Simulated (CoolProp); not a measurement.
Saturation properties of hexamethyldisiloxane (MM).

Computed with CoolProp (reference Helmholtz-energy equation of state, Thol 2016).

| T (K) | p (bar) | liquid cp (kJ/(kg K)) | vapour Z | surface tension (mN/m) |
|---|---|---|---|---|
| 336.4 | 0.2962 | 2.004 | 0.9734 | 12.1 |
| 350.7 | 0.4933 | 2.046 | 0.9618 | 10.9 |
| 365 | 0.7824 | 2.089 | (withheld) | 9.74 |
| 379.3 | (withheld) | 2.133 | 0.9290 | 8.61 |
| 393.7 | 1.750 | 2.180 | 0.9068 | 7.49 |
| 408 | 2.487 | 2.229 | (withheld) | 6.42 |
| 422.3 | 3.441 | 2.282 | 0.8495 | 5.38 |
| 436.6 | 4.648 | 2.342 | 0.8131 | 4.39 |
| 450.9 | 6.154 | 2.411 | 0.7707 | 3.44 |
| 465.2 | 8.006 | 2.499 | 0.7208 | 2.55 |
| 479.5 | 10.26 | 2.627 | 0.6614 | 1.72 |
| 493.8 | 13.00 | 2.866 | 0.5882 | 0.964 |
| 508.2 | (withheld) | 3.711 | 0.4861 | 0.323 |

Problem. Fill in the missing entries.

Solution. 
- 365, vapour Z: 0.9471
- 379.3, p (bar): 1.190
- 408, vapour Z: 0.8805
- 508.2, p (bar): 16.35

It boils at 373.7 K under 1 atm.

Surface tension comes from a separate correlation (Mulero 2014), older than this fluid's equation and unchecked against measurements.
